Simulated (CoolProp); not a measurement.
1000 sccm (0 °C, 1 atm) of nitrogen bubbles through liquid o-xylene at 303.4 K and leaves saturated at a total pressure of 0.0168 MPa (ideal gas phase). Each further row changes one setting.

Computed with CoolProp (reference Helmholtz-energy equation of state, Zhou 2012).

| case | vapour pressure (kPa) | mole fraction of vapour | delivery (mg/min) | delivery (sccm) | change of delivery for a bath 1 K warmer (%) |
|---|---|---|---|---|---|
| as stated | 1.21 | 0.0722 | 368 | 77.8 | 6.3 |
| bath temperature 308.4 K | 1.60 | 0.0952 | 498 | 105 | 6.2 |
| total pressure 0.0336 MPa | 1.21 | 0.0361 | 177 | 37.4 | 6.0 |
